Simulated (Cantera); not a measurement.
**Aluminium nitride and oxide growth: AlCl3 + NH3 + H2**

Input: 1 mol AlCl3, 180 mol NH3, 170 mol H2.

Equilibrium computed with Cantera from the NASA thermochemical tables; the gas is ideal and each condensed phase is pure. Candidate condensed phases: Al, AlCl3, AlN, NH4Cl; 20 gas species. The tables' values for AlCl2 are old estimates. Kinetics and transport are ignored.

Map the stable condensed phases over T = 1398, 1448, 1498, 1548, 1598, 1648, 1698, 1748, 1798, 1848, 1898, 1948, 1998 K and P in Pa = 10, 28, 77, 220, 600, 1700, 4600, 13000, 36000, 100000.


```
T in K \ P in Pa
             10     28     77    220    600   1700   4600  13000  36000 100000
   1998       A      A      A      A      A      A      A      A      A      A
   1948       A      A      A      A      A      A      A      A      A      A
   1898       A      A      A      A      A      A      A      A      A      A
   1848       A      A      A      A      A      A      A      A      A      B
   1798       A      A      A      A      A      A      A      A      A      B
   1748       A      A      A      A      A      A      A      A      B      B
   1698       A      A      A      A      A      A      A      B      B      B
   1648       A      A      A      A      A      A      B      B      B      B
   1598       A      A      A      A      A      A      B      B      B      B
   1548       A      A      A      A      A      B      B      B      B      B
   1498       A      A      A      A      B      B      B      B      B      B
   1448       A      A      A      B      B      B      B      B      B      B
   1398       A      A      B      B      B      B      B      B      B      B
```
A: gas only; B: AlN.
